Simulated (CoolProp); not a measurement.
The numbers come from the reference Helmholtz-energy equation of state, Bücker 2006 in CoolProp.

Question: For isobutane, give the phase and the density (kg/m³), Joule-Thomson coefficient (K/MPa) at 301.85 °C and 3.02 MPa; 301.85 °C and 9.07 MPa; 301.85 °C and 15.1 MPa.

Answer: 
- 301.85 °C and 3.02 MPa: gas; density 40.1, Joule-Thomson coefficient 3.27
- 301.85 °C and 9.07 MPa: supercritical; density 140, Joule-Thomson coefficient 2.82
- 301.85 °C and 15.1 MPa: supercritical; density 236, Joule-Thomson coefficient 1.50
